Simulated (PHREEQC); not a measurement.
Solution (25 °C): 0.078 mol NaH2PO4 and 0.0049 mol NaOH per kg of water. Closed to the air; pH follows from the charge balance.

The numbers come from PHREEQC with the ion-association model, wateq4f.dat.

```
quantity                  before   after
------------------------  ------  ------
pH                          5.70    8.70
ionic strength (mol/kgw)  0.0872  0.0822
```

**Question.** Which change was made?
(A) NaH2PO4 from 0.078 to 0.039 mol/kgw
(B) NaH2PO4 replaced by NaHCO3 at the same molality
(C) NaOH left out
(D) NaOH from 0.0049 to 0.00245 mol/kgw
(E) NaH2PO4 left out

**Answer.** B, NaH2PO4 replaced by NaHCO3 at the same molality

This is a speciation only: nothing precipitates in the calculation. H3PO4, which wateq4f.dat lacks, is added to it with the constant of phreeqc.dat.
